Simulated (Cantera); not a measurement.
What does this Cantera script print?

```python
import numpy as np
import cantera as ct

gas_names = [...]  # 109 gases of nasa_gas.yaml made of C, Cl, H, Si
cond_names = """
    C(gr) C6H6(L) C7H8(L) C8H18(L),n-octa Si(cr) Si(L) SiC(b)
""".split()


# ... load() reads the species with a 1 bar reference pressure and builds the phases ...
atoms = {
    'CH3Cl': {'C': 1, 'H': 3, 'CL': 1},
    'Si': {'Si': 1},
    'H2': {'H': 2},
}
top_T = {'C(gr)': 4500, 'SiC(b)': 3050}  # K; cautious upper limits of use, not melting points


# ... equilibrate(T, P, feed) seeds the gas with the atoms and calls Mixture.equilibrate('TP', solver="vcs", rtol=1e-11, max_steps=5000) ...
results = []
feed = {'CH3Cl': 1, 'Si': 1.1, 'H2': 0.14}  # mol
T = 2900  # K
P = 133.322  # Pa
mix = equilibrate(T, P, feed)
results.append((T, P, feed, dict(zip(mix.species_names, mix.species_moles))))
x = sorted(zip(gas.X, gas.species_names), reverse=True)
print(f"T = {T:g} K  P = {P:g} Pa  gas = {mix.phase_moles(0):.4g} mol")
print("   x: " + "  ".join(f"{s} {v:.3e}" for v, s in x if v > 1e-06))
print("   condensed (mol): " + ("  ".join(f"{mix.phase(i).name} {mix.phase_moles(i):.4g}"
      for i in range(1, mix.n_phases) if mix.phase_moles(i) > 1e-12) or "none"))
```

It prints:

```
T = 2900 K  P = 133.322 Pa  gas = 5.333 mol
   x: H 5.395e-01  CL 1.730e-01  Si 1.565e-01  SiC2 4.809e-02  H2 2.937e-02  C3 2.302e-02  HCL 1.374e-02  C 9.474e-03  C2 3.437e-03  C2H 1.638e-03  SiCL 6.727e-04  C2H2,acetylene 6.019e-04  SiC 2.727e-04  Si2C 2.228e-04  SiH 1.528e-04  C5 1.371e-04  C4 3.864e-05  CH 3.157e-05  SiCL2 2.382e-05  Si2 2.311e-05  C2HCL 5.636e-06  C4H2 5.143e-06  CCL 4.873e-06  C2H2,vinylidene 1.494e-06
   condensed (mol): none
```

These are equilibrium values from Cantera (NASA tables, ideal gas, pure condensed phases), not measurements of a reactor. The tables' values for SiCl are old estimates; treat these amounts as uncertain.
